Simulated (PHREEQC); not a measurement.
Make-up at 90 °C: 0.013 mol/kgw CsOH and 0.00013 mol/kgw KHCO3. Closed to the air; pH follows from the charge balance.

The numbers come from PHREEQC with the ion-association model, wateq4f.dat.

The pH comes out as 10.48 and the ionic strength is 0.0132 mol/kgw. The total alkalinity is 13.1 meq/kg.

```tsv
species	molality	activity	log γ
Cs+	0.0130	0.0114	-0.058
OH-	0.0129	0.0113	-0.059
K+	0.000130	0.000113	-0.059
CO3-2	9.95e-5	5.96e-5	-0.222
HCO3-	3.05e-5	2.68e-5	-0.056
CO2	2.11e-9	2.11e-9	0.001
```

This is a speciation only: nothing precipitates in the calculation. Away from 25 °C the constants follow the database's enthalpies or fits; those with neither stay at their 25 °C values.
